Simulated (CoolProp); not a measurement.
A single-stage vapour-compression cycle with hydrogen sulfide: evaporating at 215.15 K (dew point), condensing at 252.15 K (bubble point), superheat 0 K, subcooling 0 K, compressor efficiency 0.75, no pressure losses. Each further row changes one setting.

Computed with CoolProp (reference Helmholtz-energy equation of state, Lemmon 2006). It is a short technical equation, of lower accuracy than the large ones.

| case | cooling COP | pressure ratio | discharge temperature (K) | refrigerating effect (kJ/kg) | volumetric capacity (kJ/m³) |
|---|---|---|---|---|---|
| as stated | 3.69 | 4.64 | 345.0 | 469 | 1040 |
| evaporating temperature 220.15 K | 4.48 | 3.65 | 328.6 | 473 | (withheld) |
| condensing temperature 247.15 K | (withheld) | 3.89 | 327.5 | 479 | 1070 |
| subcooling 5 K | 3.77 | 4.64 | 345.0 | 479 | 1060 |
| superheat 10 K | 3.60 | 4.64 | 360.7 | (withheld) | 1010 |
| compressor efficiency 0.65 | 3.20 | 4.64 | (withheld) | 469 | 1040 |

### Question
Some entries are withheld; supply them.

### Answer

- evaporating temperature 220.15 K, volumetric capacity (kJ/m³): 1310
- condensing temperature 247.15 K, cooling COP: 4.37
- superheat 10 K, refrigerating effect (kJ/kg): 480
- compressor efficiency 0.65, discharge temperature (K): 363.4
